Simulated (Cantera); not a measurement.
## Reactions in the system Cr-N-O

Source: NASA polynomial tables (part measured, part estimated), evaluated in Cantera. Values are per mole of reaction as written; species without (g) are pure solids or liquids, kept so even where they would boil at 1 bar.

NO(g) + 2 Cr → O(g) + Cr₂N

```json
[
 {"T (K)": "548", "ΔH° (kJ)": "35.8", "ΔS° (J/K)": "-23.7", "ΔG° (kJ)": "48.8", "log10 K": "-4.65"},
 {"T (K)": "698", "ΔH° (kJ)": "37.9", "ΔS° (J/K)": "-20.3", "ΔG° (kJ)": "52.1", "log10 K": "-3.90"},
 {"T (K)": "848", "ΔH° (kJ)": "40.0", "ΔS° (J/K)": "-17.6", "ΔG° (kJ)": "54.9", "log10 K": "-3.38"},
 {"T (K)": "998", "ΔH° (kJ)": "42.2", "ΔS° (J/K)": "-15.3", "ΔG° (kJ)": "57.4", "log10 K": "-3.00"},
 {"T (K)": "1148", "ΔH° (kJ)": "44.1", "ΔS° (J/K)": "-13.4", "ΔG° (kJ)": "59.5", "log10 K": "-2.71"},
 {"T (K)": "1298", "ΔH° (kJ)": "45.8", "ΔS° (J/K)": "-12.0", "ΔG° (kJ)": "61.4", "log10 K": "-2.47"},
 {"T (K)": "1448", "ΔH° (kJ)": "47.2", "ΔS° (J/K)": "-11.0", "ΔG° (kJ)": "63.2", "log10 K": "-2.28"},
 {"T (K)": "1598", "ΔH° (kJ)": "48.2", "ΔS° (J/K)": "-10.4", "ΔG° (kJ)": "64.8", "log10 K": "-2.12"},
 {"T (K)": "1748", "ΔH° (kJ)": "48.8", "ΔS° (J/K)": "-10.0", "ΔG° (kJ)": "66.3", "log10 K": "-1.98"},
 {"T (K)": "1898", "ΔH° (kJ)": "48.9", "ΔS° (J/K)": "-10.0", "ΔG° (kJ)": "67.8", "log10 K": "-1.87"}
]
```
